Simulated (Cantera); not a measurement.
Input: 1 mol SiHCl3, 0.019 mol HCl, 61 mol N2, equilibrated at 1600 K and 11.0 mbar.

Method: chemical equilibrium by Gibbs-energy minimisation in Cantera with the NASA 1993 tables (ideal gas, pure condensed phases). Candidate condensed phases: NH4Cl, Si, Si3N4; 28 gas species. The tables' values for SiCl3 are old estimates; treat these amounts as uncertain. The numbers say what is thermodynamically allowed, not how fast it happens.

Base state: N2 0.969, SiCl2 0.0146, HCl 0.0145, SiCl3 0.00106, H2 0.000818, Cl 0.000208, SiCl4 0.000191, H 1.48e-5 (mole fractions); condensed: gas only.

Q: What changes in the equilibrium state with this change: temperature from 1600 K to 1400 K?

A: 
| species | before | after |
|---|---|---|
| N2 | 0.969 | 0.972 |
| HCl | 0.0145 | 0.0150 |
| SiCl2 | 0.0146 | 0.00714 |
| SiCl4 | 0.000191 | 0.00302 |
| H | 1.48e-5 | 1.15e-6 |
| Cl | 0.000208 | 2.31e-5 |
| Si3N4(s), mol | 0 | 0.0740 |
N2 is the only nitrogen source here; it is nearly inert below about 1500 K, so the nitride shown seldom forms there in practice.

Q: What changes in the equilibrium state with this change: 0.094 mol H2O added?

A: 
```tsv
species	before	after
N2	0.969	0.966
HCl	0.0145	0.0173
SiCl2	0.0146	0.0130
SiO	0	0.00149
SiCl4	0.000191	0.000224
Cl	0.000208	0.000240
H2	0.000818	0.000880
```
Further candidate phases: H2O, SiO2, Si2N2O.

Q: What changes in the equilibrium state with this change: temperature from 1600 K to 1475 K?

A: 
```tsv
species	before	after
N2	0.969	0.970
HCl	0.0145	0.0142
SiCl2	0.0146	0.0126
SiCl3	0.00106	0.00175
Cl	0.000208	4.55e-5
SiCl4	0.000191	0.000834
H	1.48e-5	3.88e-6
Si3N4(s), mol	0	0.0157
```
N2 is the only nitrogen source here; it is nearly inert below about 1500 K, so the nitride shown seldom forms there in practice.
